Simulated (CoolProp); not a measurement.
Saturation properties of n-heptane.

Values from CoolProp's reference Helmholtz-energy equation of state, Span 2003. It is a short technical equation, of lower accuracy than the large ones.

```tsv
T (K)	p (bar)	liquid density (kg/m³)	vapour density (kg/m³)	enthalpy of vaporisation (kJ/kg)	vapour viscosity (µPa s)	liquid conductivity (mW/(m K))
340.8	0.3724	642.5	1.353	338.0	6.65	110
346.3	0.4525	637.6	1.624	334.4	6.75	108
351.8	0.5458	632.6	1.936	330.7	6.85	107
357.3	0.6538	627.6	2.295	326.9	6.95	105
362.8	0.7782	622.4	2.704	323.1	7.05	104
368.3	0.9205	617.3	3.169	319.2	7.15	102
373.8	1.083	612.1	3.695	315.2	7.26	101
379.2	1.262	606.8	4.277	311.3	7.36	99.2
384.7	1.469	601.5	4.941	307.1	7.47	97.8
390.2	1.701	596.0	5.684	302.9	7.57	96.4
395.7	1.960	590.4	6.514	298.6	7.68	95.0
401.2	2.248	584.8	7.438	294.1	7.80	93.6
406.7	2.568	579.0	8.464	289.5	7.91	92.2
412.2	2.921	573.1	9.601	284.9	8.03	90.8
417.7	3.311	567.1	10.86	280.0	8.16	89.5
```

It boils at 371.5 K under 1 atm.

Viscosity comes from a separate model (Michailidou 2014). Thermal conductivity comes from a separate model (Assael 2013).
